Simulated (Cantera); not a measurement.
Equilibrium for abatement and gas-phase synthesis: N2O + H2O + N2

Input: 1 mol N2O, 6.9 mol H2O, 0.9 mol N2, equilibrated at 8.90 bar.

Cantera equilibrium calculation (NASA polynomials, part measured and part estimated; ideal gas, pure solids and liquids). Candidate condensed phases: H2O; 24 gas species. Kinetics and transport are ignored.

| T (K) | x H2O | x N2 | x OH | x H2 | x O2 | x H | x O | x NO |
|---|---|---|---|---|---|---|---|---|
| 2750 | 0.690 | 0.196 | 0.0311 | 0.0187 | 0.0491 | 0.00313 | 0.00330 | 0.00826 |
| 2800 | 0.681 | 0.195 | 0.0351 | 0.0224 | 0.0494 | 0.00410 | 0.00404 | 0.00887 |
| 2850 | 0.671 | 0.194 | 0.0394 | 0.0266 | 0.0497 | 0.00532 | 0.00492 | 0.00950 |
| 2900 | 0.659 | 0.192 | 0.0441 | 0.0312 | 0.0501 | 0.00681 | 0.00596 | 0.0102 |
| 2950 | 0.647 | 0.191 | 0.0490 | 0.0364 | 0.0506 | 0.00864 | 0.00717 | 0.0108 |
| 3000 | 0.633 | 0.189 | 0.0543 | 0.0420 | 0.0512 | 0.0108 | 0.00859 | 0.0115 |
| 3050 | 0.617 | 0.187 | 0.0598 | 0.0480 | 0.0519 | 0.0135 | 0.0102 | 0.0123 |
| 3100 | 0.600 | 0.185 | 0.0656 | 0.0544 | 0.0527 | 0.0166 | 0.0121 | 0.0130 |
| 3150 | 0.582 | 0.183 | 0.0717 | 0.0611 | 0.0535 | 0.0203 | 0.0143 | 0.0138 |
| 3200 | 0.563 | 0.181 | 0.0779 | 0.0682 | 0.0544 | 0.0246 | 0.0168 | 0.0146 |
| 3250 | 0.542 | 0.178 | 0.0843 | 0.0754 | 0.0553 | 0.0295 | 0.0197 | 0.0154 |
x: gas mole fraction; nothing condenses.

From 2750 K to 3250 K nothing is condensed.
